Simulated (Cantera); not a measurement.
Input (Python, Cantera) and output of one run.

```python
import numpy as np
import cantera as ct

gas_names = [...]  # 76 gases of nasa_gas.yaml made of C, H
cond_names = """
    C(gr) C6H6(L) C7H8(L) C8H18(L),n-octa
""".split()


# ... load() reads the species with a 1 bar reference pressure and builds the phases ...
atoms = {
    'C3H8': {'C': 3, 'H': 8},
    'H2': {'H': 2},
}
top_T = {'C(gr)': 4500}  # K; cautious upper limits of use, not melting points


# ... equilibrate(T, P, feed) seeds the gas with the atoms and calls Mixture.equilibrate('TP', solver="vcs", rtol=1e-11, max_steps=5000) ...
results = []
feed = {'C3H8': 1, 'H2': 16}  # mol
P = 62000  # Pa
for T in [600, 700, 800, 900, 1000, 1100, 1200]:
    mix = equilibrate(T, P, feed)
    results.append((T, P, feed, dict(zip(mix.species_names, mix.species_moles))))

top = {s: max(r[3][s] / sum(r[3][g] for g in gas_names) for r in results) for s in gas_names}
cols = sorted((s for s in top if top[s] > 1e-05), key=lambda s: -top[s])[:6]
seen = [c for c in cond_names if any(r[3].get(c, 0) > 1e-12 for r in results)]
print("log10 of partial pressures in bar; condensed amounts in mol")
print(f"{'T/K':>10s}" + "".join(f"{s[:9]:>10s}" for s in cols + seen))
for T, P, feed, n in results:
    ng = sum(n[g] for g in gas_names)
    print(f"{T:10.4g}" + "".join(f"{np.log10(max(n[s] / ng * P / 1e5, 1e-99)):10.3f}" for s in cols)
          + "".join(f"{n.get(c, 0):10.4g}" for c in seen))
```

Result:

```
log10 of partial pressures in bar; condensed amounts in mol
       T/K        H2       CH4     C(gr)
       600    -0.292    -0.961         0
       700    -0.292    -0.961         0
       800    -0.292    -0.961         0
       900    -0.274    -1.054    0.5081
      1000    -0.231    -1.483     1.992
      1100    -0.217    -1.879     2.583
      1200    -0.212    -2.225      2.81
```

Equilibrium computed with Cantera from the NASA thermochemical tables; the gas is ideal and each condensed phase is pure.
